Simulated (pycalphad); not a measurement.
All values are pycalphad results on the COST 507 light-alloy database (1999) (1 atm), not direct measurements. The data set is of 1999 and partly superseded. Phase fractions are per mole of atoms.

Give the equilibrium state of Al-0.39Si-26.76C (at.%) at 902 °C.

AL4C3, fraction 0.624, with 0.03 Si, 42.9 C at.%; liquid, fraction 0.376, with 0.99 Si, <0.01 C at.%.

Give the equilibrium state of Al-0.39Si-26.76C (at.%) at 602 °C.


```
T = 875.00 K, P = 101325 Pa, N = 1 mol of atoms
G = -44081 J/mol, H = -5705 J/mol, S = 43.86 J/(mol K)  (SER reference)
chemical potentials (J/mol): Al -34408, Si -50466, C -70321
phase             fraction      x(Al)      x(Si)       x(C)
AL4C3               0.5652     0.5713   0.000132     0.4286
FCC_A1              0.3768     0.9995   0.000527   1.08e-12
AL8SIC7             0.0580     0.5000     0.0625     0.4375
```

Database names, with the compositions (at.%) that they take in these runs: AL4C3: Al 57 C 43; AL8SIC7: Al 50 C 44 Si 6. FCC_A1 is fcc.
